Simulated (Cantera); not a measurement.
A closed system holds: 1 mol Si, 3.3 mol SF6, 0.25 mol H2, 0.51 mol NF3, held at 650 °C and 43.0 mbar.

Cantera equilibrium calculation (NASA polynomials, part measured and part estimated; ideal gas, pure solids and liquids). Candidate condensed phases: S, Si, Si3N4; 52 gas species. The tables' values for SF3, SF5 are old estimates; treat these amounts as uncertain. The numbers say what is thermodynamically allowed, not how fast it happens.

What is the equilibrium state?


```
Property                              Value
--------------------------------  ---------
x(SF6)                                0.359
x(SF4)                                0.293
x(SiF4)                               0.198
x(HF)                                0.0989
x(N2)                                0.0504
x(SF3)                             0.000453
x(SF2)                             0.000109
x(SF5)                              2.10e-5
gas amount                        5.055 mol
log10 activity of S(l) (absent)       -8.06
log10 activity of Si(s) (absent)     -56.53
```
